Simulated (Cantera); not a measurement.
A closed system holds: 1 mol SiC, a varied amount of CO2, 1.5 mol N2, 0.014 mol O2, held at 1625 K and 7.50 Torr.

These are equilibrium values from Cantera (NASA tables, ideal gas, pure condensed phases), not measurements of a reactor. Candidate condensed phases: C, Si, SiC, SiO2, Si2N2O, Si3N4; 34 gas species. Mutual solubility and eutectic melting of coexisting phases are not modelled. Rates play no part.

At 0.079 mol CO2, list the 3 most abundant gas species with their mole fractions, and the condensed phases.

N2 0.906, CO 0.0921, SiO 0.00226. Condensed: SiC(s) + Si2N2O(s).
